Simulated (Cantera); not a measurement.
Charge: 1 mol PbO, 0.19 mol O2, a varied amount of H2, at 1248.15 K and 1000 Pa.

Cantera equilibrium calculation (NASA polynomials, part measured and part estimated; ideal gas, pure solids and liquids). Candidate condensed phases: H2O, Pb, PbO, PbO2, Pb3O4; 12 gas species. Rates play no part.

x: gas mole fraction; nothing condenses.

```csv
n(H2) (mol),x H2,x H2O,x Pb,x Pb2
8.1,0.738,0.152,0.110,?
10,0.784,0.125,0.0909,?
13,0.830,0.0986,0.0714,?
16,0.860,0.0812,0.0588,?
20,0.887,0.0657,0.0476,?
25,0.908,0.0531,0.0385,?
31,0.926,0.0431,0.0312,?
39,0.940,0.0345,0.0250,?
49,0.952,0.0276,0.0200,?
61,0.962,0.0223,0.0161,?
76,0.969,0.0179,0.0130,?
96,0.975,0.0142,0.0103,?
```

Task: Fill in the missing entries.

Result: 
- 8.1, x Pb2: 5.53e-6
- 10, x Pb2: 3.79e-6
- 13, x Pb2: 2.34e-6
- 16, x Pb2: 1.59e-6
- 20, x Pb2: 1.04e-6
- 25, x Pb2: 6.78e-7
- 31, x Pb2: 4.48e-7
- 39, x Pb2: 2.86e-7
- 49, x Pb2: 1.83e-7
- 61, x Pb2: 1.19e-7
- 76, x Pb2: 7.73e-8
- 96, x Pb2: 4.87e-8
